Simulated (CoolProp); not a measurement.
A single-stage vapour-compression cycle with R115: evaporating at 201.15 K (dew point), condensing at 263.15 K (bubble point), superheat 0 K, subcooling 2 K, compressor efficiency 0.8, no pressure losses. Each further row changes one setting.

Model: reference Helmholtz-energy equation of state, Lemmon 2016, in CoolProp.

```
case                              cooling COP  pressure ratio  discharge temperature (K)  refrigerating effect (kJ/kg)  volumetric capacity (kJ/m³)
--------------------------------  -----------  --------------  -------------------------  ----------------------------  ---------------------------
as stated                                1.88            18.0                      275.2                          80.9                          133
evaporating temperature 206.15 K            …            13.2                      273.0                             …                          184
condensing temperature 258.15 K          2.13            15.1                          …                          85.8                          141
subcooling 7 K                           1.99            18.0                      275.2                          85.8                          141
superheat 10 K                           1.92            18.0                      286.4                             …                          136
compressor efficiency 0.7                1.64            18.0                          …                          80.9                          133
```

Question: Fill in the missing entries.

Answer: 
- evaporating temperature 206.15 K, cooling COP: 2.16
- evaporating temperature 206.15 K, refrigerating effect (kJ/kg): 83.7
- condensing temperature 258.15 K, discharge temperature (K): 270.3
- superheat 10 K, refrigerating effect (kJ/kg): 86.8
- compressor efficiency 0.7, discharge temperature (K): 283.7
